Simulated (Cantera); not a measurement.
Input: 1 mol Si3N4, 1 mol N2, at 2398 K.

Cantera equilibrium calculation (NASA polynomials, part measured and part estimated; ideal gas, pure solids and liquids). Candidate condensed phases: Si, Si3N4; 7 gas species. The tables' values for SiN are old estimates; treat these amounts as uncertain. Rates play no part.

x: gas mole fraction; n: condensed amount in mol.

| P (Pa) | x N2 | x Si | x Si2 | x SiN | x Si2N | x Si3 | x N | n Si(l) |
|---|---|---|---|---|---|---|---|---|
| 1 | 0.500 | 0.500 | 2.66e-5 | 0.000132 | 2.93e-7 | 1.12e-8 | 2.44e-5 | 0 |
| 10 | 0.500 | 0.499 | 0.000265 | 0.000418 | 9.26e-6 | 1.11e-6 | 7.72e-6 | 0 |
| 100 | 0.501 | 0.495 | ___ | 0.00131 | ___ | ___ | ___ | 0 |
| 1000 | 0.776 | 0.214 | 0.00488 | 0.00223 | 0.00212 | 0.000878 | 9.62e-7 | 2.10 |
| 10000 | 0.976 | ___ | ___ | 0.000792 | ___ | ___ | ___ | 2.92 |
| 100000 | 0.997 | 0.00214 | 4.88e-5 | 0.000253 | 0.000241 | 8.78e-6 | 1.09e-7 | 2.99 |
| 1000000 | 1.000 | 0.000214 | 4.88e-6 | 8.01e-5 | 7.62e-5 | 8.78e-7 | 3.45e-8 | 3.00 |

Task: Complete the blanks.

Result: 
- 10000, x Si: 0.0214
- 10000, x Si2: 0.000488
- 10000, x Si2N: 0.000753
- 10000, x Si3: 8.78e-5
- 10000, x N: 3.41e-7
- 100, x Si2: 0.00260
- 100, x Si2N: 0.000288
- 100, x Si3: 0.000108
- 100, x N: 2.44e-6
